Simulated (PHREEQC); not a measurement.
HCl is added in steps, without added water, to 1 kg of water holding 14 mmol/kgw NiCl2, 5.7 mmol/kgw NaHF2 and 0.14 mmol/kgw CsBr, at 21 °C. Oxygen is held at 0.21 atm. The system is closed to CO2. No solid was allowed to form.

Base run: PHREEQC, ion-association model, wateq4f.dat. Each further column changes one thing. The table gives F- (mol/kgw).

| HCl added (mol) | base | NiCl2 replaced by BaCl2 at the same molality | diluted 10-fold with water | NiCl2 from 0.014 to 0.028 mol/kgw | solids may form |
|---|---|---|---|---|---|
| 0 | 0.00574 | 0.00634 | 0.000835 | 0.00547 | 0.00574 |
| 0.002125 | 0.00438 | ? | 0.000346 | 0.00423 | 0.00438 |
| 0.003719 | 0.00352 | 0.00381 | 0.000228 | ? | 0.00352 |
| 0.005844 | 0.00262 | 0.00279 | 0.000157 | 0.00262 | 0.00262 |
| 0.007437 | 0.00212 | ? | 0.000127 | 0.00215 | 0.00212 |
| 0.009562 | 0.00164 | 0.00170 | 0.000102 | 0.00169 | 0.00164 |
| 0.01116 | 0.00138 | 0.00142 | 8.86e-5 | 0.00144 | 0.00138 |
| 0.01328 | 0.00113 | 0.00116 | ? | 0.00119 | 0.00113 |
| 0.01487 | 0.000993 | 0.00101 | 6.85e-5 | 0.00105 | 0.000993 |
| 0.017 | 0.000852 | ? | 6.09e-5 | ? | 0.000852 |

Some entries are withheld; supply them.


- 0.002125, NiCl2 replaced by BaCl2 at the same molality: 0.00479
- 0.003719, NiCl2 from 0.014 to 0.028 mol/kgw: 0.00345
- 0.007437, NiCl2 replaced by BaCl2 at the same molality: 0.00223
- 0.01328, diluted 10-fold with water: 7.58e-5
- 0.017, NiCl2 replaced by BaCl2 at the same molality: 0.000867
- 0.017, NiCl2 from 0.014 to 0.028 mol/kgw: 0.000903

wateq4f.dat counts part of the HF as a dimer, H2F2, which phreeqc.dat doesn't know; its constant is uncertain.  Solids allowed in the column 'solids may form': Ni(OH)2, Halite.
